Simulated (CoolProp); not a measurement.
Values from CoolProp's reference Helmholtz-energy equation of state, Gao 2016.

Q: For sulfur dioxide, give the phase and the cv (kJ/(kg K)), Joule-Thomson coefficient (K/MPa) at 305.4 K and 0.935 bar; 246.1 K and 57.8 bar.

A: 
- 305.4 K and 0.935 bar: gas; cv 0.508, Joule-Thomson coefficient 35.4
- 246.1 K and 57.8 bar: liquid; cv 0.832, Joule-Thomson coefficient -0.290
